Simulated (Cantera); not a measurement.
A closed system holds: 1 mol PbO, 0.047 mol CO, 4.7 mol N2, at 10.0 Torr.

Cantera equilibrium calculation (NASA polynomials, part measured and part estimated; ideal gas, pure solids and liquids). Candidate condensed phases: C, Pb, PbO, PbO2, Pb3O4; 27 gas species. Equilibrium is a limit: real reactors are often held back by kinetics, nucleation or transport. All values below are at 975 K.

Base state: N2 0.989, CO2 0.00989, Pb 0.000688 (mole fractions); condensed: Pb(l) + PbO(yellow).

Q: What changes in the equilibrium state with this change: 0.16 mol NH3 added?

A: 
```
species             before     after
----------------  --------  --------
N2                   0.989     0.943
H2O                      0    0.0473
CO2                0.00989   0.00927
Pb                0.000688  0.000688
Pb(l), mol          0.0437     0.283
PbO(yellow), mol     0.953     0.713
```
Further candidate phases: C6H6, C7H8, C8H18, H2O.
